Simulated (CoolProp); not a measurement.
Vapour-liquid equilibrium of R245fa (1) + isopentane (2) at 0.942 MPa; x and y are mole fractions of (1).

Values from CoolProp's multi-fluid Helmholtz-energy mixture model, Akasaka 2015 and Lemmon 2006; pair parameters Bell 2016.

**Question.** Give the bubble temperature and the first vapour's composition at x = 0.05, 0.2, 0.95. Is there an azeotrope?

**Answer.** x = 0.05: 378.9 K, y = 0.148; x = 0.2: 365.1 K, y = 0.420; x = 0.95: 357.6 K, y = 0.906. y crosses x between x = 0.65 and 0.8: the model has an azeotrope there.

Pair parameters are fitted to limited data, so mixtures are less certain than the pure fluids.
